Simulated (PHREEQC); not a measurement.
Dissolve 61 mmol/kgw KHSO4 at 25 °C. Closed to the air; pH follows from the charge balance.

Equilibrium calculation in PHREEQC: ion-association model, phreeqc.dat.

```json
{
 "pH": "1.60",
 "ionic_strength": "0.115 mol/kgw",
 "specific_conductance": "16600 µS/cm",
 "density": "1.003 g/cm³",
 "total_alkalinity": "-61.0 meq/kg"
}
```

```csv
species,molality,activity,log γ
K+,0.0573,0.0432,-0.123
H+,0.0307,0.0251,-0.086
HSO4-,0.0303,0.0234,-0.112
SO4-2,0.0270,0.00959,-0.449
KSO4-,0.00373,0.00291,-0.108
```

Precipitation was switched off in this run. Species that the database lacks are ignored.
